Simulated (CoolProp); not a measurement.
Vapour-liquid equilibrium of R22 (1) + c-C4F8 (RC318) (2) at 1370 kPa; x and y are mole fractions of (1).

The numbers come from the multi-fluid Helmholtz-energy mixture model, Kamei 1995 and Platzer 1990; pair parameters Bell 2016 in CoolProp. This equation is an older, rougher fit; its heat capacities, sound speeds and derivatives of the liquid may be far off and weren't checked against measurements.

| x | bubble temperature (°C) | y at the bubble point | dew temperature at overall composition x (°C) | liquid density (mol/L) |
|---|---|---|---|---|
| 0.05 | 78.8 | 0.080 | 79.6 | 6.318 |
| 0.15 | 72.5 | 0.262 | 76.5 | 6.831 |
| 0.25 | 64.5 | 0.445 | 72.9 | 7.411 |
| 0.35 | 56.6 | 0.596 | 68.9 | 8.020 |
| 0.45 | 50.0 | 0.702 | 64.3 | (withheld) |
| 0.55 | (withheld) | (withheld) | 59.2 | 9.265 |
| 0.65 | 41.8 | (withheld) | 53.4 | 9.933 |
| 0.75 | 39.3 | 0.866 | 46.8 | 10.69 |
| 0.85 | 37.4 | 0.908 | 40.2 | 11.58 |
| 0.95 | 35.9 | 0.962 | 36.2 | 12.66 |

Problem. Complete the blanks.

Solution. 
- 0.45, liquid density (mol/L): 8.637
- 0.55, bubble temperature (°C): 45.2
- 0.55, y at the bubble point: 0.774
- 0.65, y at the bubble point: 0.825

No azeotrope shows between x = 0.05 and 0.95.

The pair parameters rest on a limited set of measurements; away from them the model extrapolates. The gap from Raoult's law changes sign with composition, which may be real or a fault of the pair parameters; it wasn't checked against measurements.
